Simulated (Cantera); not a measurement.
# Equilibrium for carbon deposition, reforming and gasification: C₃H₆ + CO₂ + H₂

Input: 1 mol C₃H₆, 0.091 mol CO₂, 2.8 mol H₂, equilibrated at 1827 °C and 350000 Pa.

These are equilibrium values from Cantera (NASA tables, ideal gas, pure condensed phases), not measurements of a reactor. Candidate condensed phases: C, C₆H₆, C₇H₈, C₈H₁₈, H₂O; 110 gas species. Rates play no part.

```json
{
 "x(H₂)": "0.965",
 "x(CO)": "0.0304",
 "x(H)": "0.00164",
 "x(C₂H₂ (acetylene))": "0.00139",
 "x(CH₄)": "0.00108",
 "x(CH₃)": "3.56e-5",
 "x(C₂H₄)": "1.86e-5",
 "x(H₂O)": "8.25e-6",
 "n(C(graphite))": "2.89 mol",
 "gas_amount": "5.980 mol"
}
```
